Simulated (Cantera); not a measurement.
Charge: 1 mol SiH₂Cl₂, 0.86 mol HCl, 3.7 mol H₂, equilibrated at 1750 K and 13.3 mbar.

Method: chemical equilibrium by Gibbs-energy minimisation in Cantera with the NASA 1993 tables (ideal gas, pure condensed phases). Candidate condensed phases: Si; 19 gas species. The tables' values for SiCl₃, SiCl are old estimates; treat these amounts as uncertain. Gases not in the tables: Si₂H₆ and higher silanes. Kinetics and transport are ignored.

Base state: H₂ 0.698, HCl 0.166, SiCl₂ 0.131, SiCl₃ 0.00191, H 0.00168, Cl 0.000309, SiCl 0.000304, Si 0.000113 (mole fractions); condensed: Si(l).

What changes in the equilibrium state with this change: temperature from 1750 K to 1400 K?


| species | before | after |
|---|---|---|
| H₂ | 0.698 | 0.711 |
| HCl | 0.166 | 0.162 |
| SiCl₂ | 0.131 | 0.108 |
| SiCl₃ | 0.00191 | 0.0119 |
| Si | 0.000113 | 6.17e-8 |
| SiH | 1.44e-5 | 3.00e-8 |
| SiCl | 0.000304 | 2.48e-6 |
| SiCl₄ | 4.94e-5 | 0.00557 |
| Si(l), mol | 0.121 | 0 |
| Si(s), mol | 0 | 0.173 |
The tables' values for SiCl₃ are old estimates; treat these amounts as uncertain.

What changes in the equilibrium state with this change: pressure from 13.3 mbar to 0.133 bar?


```
species       before    after
----------  --------  -------
H₂             0.698    0.702
HCl            0.166    0.164
SiCl₂          0.131    0.127
SiCl₃        0.00191  0.00571
Si          0.000113  1.13e-5
SiH₂Cl₂      7.58e-6  7.34e-5
Si(l), mol     0.121    0.128
```
